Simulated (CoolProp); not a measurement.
Methanol along the isotherm 620 K: fugacity coefficient from the reference equation and from simpler models built on Tc = 513.4 K, pc = 82.16 bar, ω = 0.565; each cubic takes its own stable root.

Model: reference Helmholtz-energy equation of state, de Reuck 1993, in CoolProp.

```
p (bar)          phase  reference
-------  -------------  ---------
25.7               gas     0.9488
51.3               gas     0.8986
77                 gas     0.8505
103      supercritical     0.8047
128      supercritical     0.7632
154      supercritical     0.7231
180      supercritical     0.6857
205      supercritical     0.6521
231      supercritical     0.6197
257      supercritical     0.5905
282      supercritical     0.5657
308      supercritical     0.5431
334      supercritical     0.5234
359      supercritical     0.5068
385      supercritical     0.4918
411      supercritical     0.4786
```

How far does each simpler model (van der Waals, Soave-Redlich-Kwong, Peng-Robinson) lie from the reference over these 16 states: mean and median of the absolute difference, and the worst?


- van der Waals: mean 5.6 %, median 5.7 %, worst -9.8 % at 620 K and 205 bar
- Soave-Redlich-Kwong: mean 10.1 %, median 8.7 %, worst +23.1 % at 620 K and 411 bar
- Peng-Robinson: mean 4.0 %, median 2.1 %, worst +11.9 % at 620 K and 411 bar
